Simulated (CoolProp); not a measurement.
The fluid at 293.15 K and 0.581 MPa is throttled through a valve to 0.0558 MPa with no heat exchange. The same conditions are run with several fluids, on thermodynamics alone (safety and materials aside).

Computed with CoolProp (reference Helmholtz-energy equation of state of each fluid (CH2F2 (R32): Tillner-Roth 1997; R125: Lemmon 2005; hydrogen chloride: Thol 2018; fluorine: de Reuck 1990; carbon dioxide: Span 1996)).

```csv
fluid,temperature change (K),final density (kg/m³)
CH2F2 (R32),-15.4,1.27
R125,___,___
hydrogen chloride,-8.9,___
fluorine,___,0.873
carbon dioxide,___,___
```

What belongs in the gaps?


- R125, temperature change (K): -8.5
- R125, final density (kg/m³): 2.86
- hydrogen chloride, final density (kg/m³): 0.864
- fluorine, temperature change (K): -1.0
- carbon dioxide, temperature change (K): -6.2
- carbon dioxide, final density (kg/m³): 1.03
